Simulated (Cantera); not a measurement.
An adiabatic, constant-volume homogeneous reactor starts with CH4 : H2 : O2 : N2 = 1 : 0.038 : 3.31 : 33.1 (molar parts), at 1450 K and 760 Torr. Integrator tolerance rtol = 1e-08.

Detailed kinetics in Cantera: GRI-Mech 3.0 (53 species, 325 reactions).

Problem. What does this change do: initial temperature 1450 to 1823 K?

Solution. 
```json
[
 {"quantity": "time of steepest temperature rise", "before": "2.92 ms", "after": "0.155 ms"},
 {"quantity": "temperature at 0.500 s", "before": "2172 K", "after": "2451 K"},
 {"quantity": "equilibrium temperature", "before": "2171 K", "after": "2451 K"},
 {"quantity": "x(CH4) at 0.500 s", "before": "<1e-12 (gas-phase equilibrium <1e-12)", "after": "<1e-12 (gas-phase equilibrium <1e-12)"},
 {"quantity": "x(H2) at 0.500 s", "before": "0.000232 (gas-phase equilibrium 0.000231)", "after": "0.00116 (gas-phase equilibrium 0.00116)"},
 {"quantity": "x(O2) at 0.500 s", "before": "0.0321 (gas-phase equilibrium 0.0318)", "after": "0.0303 (gas-phase equilibrium 0.0303)"},
 {"quantity": "x(C2H4) at 0.500 s", "before": "<1e-12 (gas-phase equilibrium <1e-12)", "after": "<1e-12 (gas-phase equilibrium <1e-12)"},
 {"quantity": "x(HCN) at 0.500 s", "before": "<1e-12 (gas-phase equilibrium <1e-12)", "after": "6.88e-12 (gas-phase equilibrium 6.88e-12)"},
 {"quantity": "x(H2O) at 0.500 s", "before": "0.0532 (gas-phase equilibrium 0.0532)", "after": "0.0502 (gas-phase equilibrium 0.0502)"},
 {"quantity": "x(HCO) at 0.500 s", "before": "1.33e-11 (gas-phase equilibrium 1.30e-11)", "after": "4.04e-10 (gas-phase equilibrium 4.04e-10)"}
]
```

Problem. What does this change do: pressure from 760 Torr to 1350 Torr?

Solution. 
```
quantity                                                              before                                      after
---------------------------------  -----------------------------------------  -----------------------------------------
time of steepest temperature rise                                    2.92 ms                                    1.92 ms
temperature at 0.500 s                                                2172 K                                     2175 K
equilibrium temperature                                               2171 K                                     2174 K
x(CH4) at 0.500 s                      <1e-12 (gas-phase equilibrium <1e-12)      <1e-12 (gas-phase equilibrium <1e-12)
x(H2) at 0.500 s                   0.000232 (gas-phase equilibrium 0.000231)  0.000178 (gas-phase equilibrium 0.000178)
x(O2) at 0.500 s                       0.0321 (gas-phase equilibrium 0.0318)      0.0320 (gas-phase equilibrium 0.0318)
x(C2H4) at 0.500 s                     <1e-12 (gas-phase equilibrium <1e-12)      <1e-12 (gas-phase equilibrium <1e-12)
x(HCN) at 0.500 s                      <1e-12 (gas-phase equilibrium <1e-12)      <1e-12 (gas-phase equilibrium <1e-12)
x(H2O) at 0.500 s                      0.0532 (gas-phase equilibrium 0.0532)      0.0534 (gas-phase equilibrium 0.0534)
x(HCO) at 0.500 s                  1.33e-11 (gas-phase equilibrium 1.30e-11)  1.21e-11 (gas-phase equilibrium 1.20e-11)
```
